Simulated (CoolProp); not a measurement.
Saturation properties of ethylene.

The numbers come from the reference Helmholtz-energy equation of state, Smukala 2000 in CoolProp.

```
T (K)   p (MPa)  vapour density (kg/m³)  enthalpy of vaporisation (kJ/kg)  liquid cp (kJ/(kg K))  surface tension (mN/m)
-----  --------  ----------------------  --------------------------------  ---------------------  ----------------------
130.2  0.004520                  0.1175                             534.6                  2.417                    23.1
139.5   0.01132                  0.2757                             522.8                  2.408                    21.5
148.9   0.02512                  0.5763                             510.6                  2.404                    19.8
158.2   0.04978                   1.083                             498.1                  2.406                    18.2
167.6   0.09113                   1.893                             485.0                  2.415                    16.6
176.9    0.1545                   3.086                             471.2                  2.433                    15.1
186.3    0.2485                   4.801                             456.4                  2.462                    13.5
195.6    0.3787                   7.130                             440.5                  2.504                    12.0
205      0.5561                   10.28                             422.9                  2.562                    10.5
214.3    0.7856                   14.37                             403.8                  2.640                    9.03
223.6     1.078                   19.67                             382.5                  2.745                    7.60
233       1.446                   26.59                             358.2                  2.892                    6.20
242.3     1.891                   35.49                             330.7                  3.103                    4.85
251.7     2.435                   47.39                             297.9                  3.437                    3.55
```

It boils at 169.4 K under 1 atm.

Surface tension comes from a separate correlation (Mulero 2012).
